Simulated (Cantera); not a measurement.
A closed system holds: 1 mol SiCl₄, 0.028 mol Cl₂, 35 mol N₂, 2.7 mol HCl, at 1725 K and 0.00133 bar.

Method: chemical equilibrium by Gibbs-energy minimisation in Cantera with the NASA 1993 tables (ideal gas, pure condensed phases). Candidate condensed phases: NH₄Cl, Si, Si₃N₄; 28 gas species. The tables' values for SiCl₃ are old estimates; treat these amounts as uncertain. Rates play no part.

Base state: N₂ 0.867, HCl 0.0668, Cl 0.0413, SiCl₂ 0.0175, SiCl₃ 0.00479, SiCl₄ 0.00244, Cl₂ 4.75e-5, H₂ 4.06e-5 (mole fractions); condensed: gas only.

Task: What changes in the equilibrium state with this change: pressure from 0.00133 bar to 0.0310 bar?

Result: 
| species | before | after |
|---|---|---|
| N₂ | 0.867 | 0.893 |
| HCl | 0.0668 | 0.0689 |
| SiCl₄ | 0.00244 | 0.0176 |
| Cl | 0.0413 | 0.0120 |
| SiCl₂ | 0.0175 | 0.00278 |
| H | 3.24e-5 | 4.95e-6 |
| Cl₂ | 4.75e-5 | 9.31e-5 |
| H₂ | 4.06e-5 | 2.20e-5 |

Task: What changes in the equilibrium state with this change: Cl₂ from 0.028 to 0.65 mol?

Result: 
```tsv
species	before	after
N₂	0.867	0.846
HCl	0.0668	0.0652
Cl	0.0413	0.0645
SiCl₂	0.0175	0.0137
H₂	4.06e-5	1.59e-5
Cl₂	4.75e-5	0.000116
SiCl₄	0.00244	0.00464
```

Task: What changes in the equilibrium state with this change: temperature from 1725 K to 823.15 K?

Result: 
```json
[
 {"species": "N₂", "before": "0.867", "after": "0.904"},
 {"species": "HCl", "before": "0.0668", "after": "0.0697"},
 {"species": "SiCl₄", "before": "0.00244", "after": "0.0258"},
 {"species": "Cl", "before": "0.0413", "after": "1.16e-5"},
 {"species": "SiCl₂", "before": "0.0175", "after": "<1e-9"},
 {"species": "SiCl₃", "before": "0.00479", "after": "<1e-9"},
 {"species": "H₂", "before": "4.06e-5", "after": "<1e-9"},
 {"species": "H", "before": "3.24e-5", "after": "<1e-9"}
]
```
